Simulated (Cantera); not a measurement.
Input (Python, Cantera) and output of one run.

```python
import numpy as np
import cantera as ct

gas_names = """
    CL CL2 H HCL H2 N NH NH2 NH3 N2 N2H2 N2H4 Si SiCL SiCL2 SiCL3 SiCL4 SiH SiHCL3 SiH2 SiH2CL2 SiH3
    SiH3CL SiH4 SiN Si2 Si2N Si3
""".split()
cond_names = """
    NH4CL(a) NH4CL(b) Si(cr) Si(L) Si3N4(a)
""".split()


# ... load() reads the species with a 1 bar reference pressure and builds the phases ...
atoms = {
    'SiH2Cl2': {'Si': 1, 'H': 2, 'CL': 2},
    'N2': {'N': 2},
    'H2': {'H': 2},
}
top_T = {'Si3N4(a)': 2400}  # K; cautious upper limits of use, not melting points


# ... equilibrate(T, P, feed) seeds the gas with the atoms and calls Mixture.equilibrate('TP', solver="vcs", rtol=1e-11, max_steps=5000) ...
results = []
feed = {'SiH2Cl2': 1, 'N2': 7.1, 'H2': 2.3}  # mol
P = 420  # Pa
for T in [873, 1023, 1173, 1323, 1473, 1623, 1773, 1923]:
    mix = equilibrate(T, P, feed)
    results.append((T, P, feed, dict(zip(mix.species_names, mix.species_moles))))
    x = sorted(zip(gas.X, gas.species_names), reverse=True)
    print(f"T = {T:g} K  P = {P:g} Pa  gas = {mix.phase_moles(0):.4g} mol")
    print("   x: " + "  ".join(f"{s} {v:.3e}" for v, s in x if v > 1e-05))
    print("   condensed (mol): " + ("  ".join(f"{mix.phase(i).name} {mix.phase_moles(i):.4g}"
          for i in range(1, mix.n_phases) if mix.phase_moles(i) > 1e-12) or "none"))
```

Result:

```
T = 873 K  P = 420 Pa  gas = 10.72 mol
   x: N2 6.015e-01  H2 2.194e-01  HCL 1.765e-01  SiCL4 2.486e-03
   condensed (mol): Si3N4(a) 0.3244
T = 1023 K  P = 420 Pa  gas = 10.73 mol
   x: N2 6.006e-01  H2 2.172e-01  HCL 1.807e-01  SiCL4 1.408e-03  SiHCL3 1.432e-05  SiCL3 1.101e-05
   condensed (mol): Si3N4(a) 0.3282
T = 1173 K  P = 420 Pa  gas = 10.73 mol
   x: N2 6.003e-01  H2 2.164e-01  HCL 1.822e-01  SiCL4 8.990e-04  SiCL2 9.928e-05  SiCL3 9.515e-05  SiHCL3 2.488e-05
   condensed (mol): Si3N4(a) 0.3293
T = 1323 K  P = 420 Pa  gas = 10.75 mol
   x: N2 6.007e-01  H2 2.179e-01  HCL 1.784e-01  SiCL2 2.012e-03  SiCL4 5.618e-04  SiCL3 4.546e-04  SiHCL3 3.481e-05  H 1.142e-05
   condensed (mol): Si3N4(a) 0.3224
T = 1473 K  P = 420 Pa  gas = 10.85 mol
   x: N2 6.041e-01  H2 2.291e-01  HCL 1.503e-01  SiCL2 1.522e-02  SiCL3 9.210e-04  SiCL4 1.907e-04  H 9.343e-05  CL 4.970e-05  SiHCL3 2.730e-05
   condensed (mol): Si3N4(a) 0.2742
T = 1623 K  P = 420 Pa  gas = 11.04 mol
   x: N2 6.105e-01  H2 2.501e-01  HCL 9.716e-02  SiCL2 4.091e-02  SiCL3 6.189e-04  H 5.333e-04  CL 1.632e-04  SiCL 4.025e-05  SiCL4 2.185e-05  Si 1.154e-05
   condensed (mol): Si3N4(a) 0.1802
T = 1773 K  P = 420 Pa  gas = 11.42 mol
   x: N2 6.216e-01  H2 2.551e-01  HCL 6.546e-02  SiCL2 5.399e-02  H 2.217e-03  Si 5.072e-04  CL 4.373e-04  SiCL 4.340e-04  SiCL3 2.583e-04  Si2N 2.062e-05  SiH 2.049e-05  SiN 1.244e-05
   condensed (mol): Si(L) 0.3686
T = 1923 K  P = 420 Pa  gas = 11.51 mol
   x: N2 6.169e-01  H2 2.485e-01  HCL 6.915e-02  SiCL2 5.057e-02  H 7.246e-03  Si 4.039e-03  SiCL 1.587e-03  CL 1.517e-03  SiCL3 1.386e-04  SiH 1.068e-04  Si2N 9.163e-05  SiN 6.480e-05  Si2 3.450e-05  SiH2 1.673e-05
   condensed (mol): Si(L) 0.3464
```

Method: chemical equilibrium by Gibbs-energy minimisation in Cantera with the NASA 1993 tables (ideal gas, pure condensed phases). N2 is the only nitrogen source here; it is nearly inert below about 1500 K, so the nitride shown seldom forms there in practice. The tables' values for SiCl, SiCl3, SiN are old estimates; treat these amounts as uncertain. Gases not in the tables: Si2H6 and higher silanes.
